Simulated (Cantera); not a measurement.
A perfectly stirred reactor is fed with C2H6 : O2 : N2 : H2O = 1 : 4.67 : 17.5 : 0.85 (molar parts), at 0.860 bar; it is adiabatic with a 600 K inlet, and is followed from long to short residence time, starting on the burning branch (τ in s: 0.28, 0.12, 0.056, 0.025, 0.011, 0.0051, 0.0023, 0.001, 0.00047, 0.00021, 9.6e-05, 4.3e-05, 1.9e-05).

Detailed kinetics in Cantera: GRI-Mech 3.0 (53 species, 325 reactions).

Task: What does this change do: O2 4.67 to 3.2 parts?

Result: 
```tsv
quantity	before	after
blow-out, bracketed by the residence times tried	burning at 96.0 µs, out at 43.0 µs	burning at 0.210 ms, out at 96.0 µs
x(C2H6) at τ = 0.280 s	1.24e-7	2.35e-7
x(O2) at τ = 0.280 s	0.0471	0.000632
x(H2O) at τ = 0.280 s	0.154	0.154
x(CH3) at τ = 0.280 s	3.39e-7	1.75e-6
x(CH2CO) at τ = 0.280 s	1.09e-7	1.36e-7
x(C2H6) at τ = 2.30 ms	7.95e-6	1.19e-5
x(O2) at τ = 2.30 ms	0.0510	0.00631
x(H2O) at τ = 2.30 ms	0.147	0.145
x(CH3) at τ = 2.30 ms	9.52e-6	2.77e-5
x(CH2CO) at τ = 2.30 ms	7.32e-6	3.26e-6
```

Task: What does this change do: pressure from 0.860 bar to 8.10 bar?

Result: 
```
quantity                                                                      before                               after
------------------------------------------------  ----------------------------------  ----------------------------------
blow-out, bracketed by the residence times tried  burning at 96.0 µs, out at 43.0 µs  burning at 43.0 µs, out at 19.0 µs
x(C2H6) at τ = 0.280 s                                                       1.24e-7                             2.80e-8
x(O2) at τ = 0.280 s                                                          0.0471                              0.0463
x(H2O) at τ = 0.280 s                                                          0.154                               0.156
x(CH3) at τ = 0.280 s                                                        3.39e-7                             6.26e-8
x(CH2CO) at τ = 0.280 s                                                      1.09e-7                             2.58e-8
x(C2H6) at τ = 2.30 ms                                                       7.95e-6                             2.67e-6
x(O2) at τ = 2.30 ms                                                          0.0510                              0.0479
x(H2O) at τ = 2.30 ms                                                          0.147                               0.155
x(CH3) at τ = 2.30 ms                                                        9.52e-6                             4.09e-6
x(CH2CO) at τ = 2.30 ms                                                      7.32e-6                             2.97e-6
```
